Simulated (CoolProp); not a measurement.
Vapour-liquid equilibrium of R141b (1) + n-pentane (2) at 31.3 kPa; x and y are mole fractions of (1).

Model: multi-fluid Helmholtz-energy mixture model, Lemmon 2006 and Thol 2019; pair parameters Bell 2016, in CoolProp.

Q: Give the bubble temperature and the first vapour's composition at x = 0.05, 0.25, 0.75. Is there an azeotrope?

A: x = 0.05: 4.5 °C, y = 0.089; x = 0.25: 2.2 °C, y = 0.327; x = 0.75: 1.2 °C, y = 0.727. y crosses x between x = 0.55 and 0.65: the model has an azeotrope there.

Pair parameters are fitted to limited data, so mixtures are less certain than the pure fluids.
